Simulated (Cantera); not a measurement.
A closed system holds: 1 mol BN, 41 mol HCl, at 948 K and 0.133 bar.

These are equilibrium values from Cantera (NASA tables, ideal gas, pure condensed phases), not measurements of a reactor. Candidate condensed phases: B, BN, NH4Cl; 21 gas species. Gases not in the tables: BHCl2. The numbers say what is thermodynamically allowed, not how fast it happens.

What is the equilibrium state?


```json
{
  "x(HCl)": "0.978",
  "x(H2)": "0.0111",
  "x(BCl3)": "0.00739",
  "x(N2)": "0.00369",
  "n(BN(s))": "0.697 mol",
  "gas_amount": "41.00 mol",
  "log10 activity of B(s) (absent)": "-7.56"
}
```
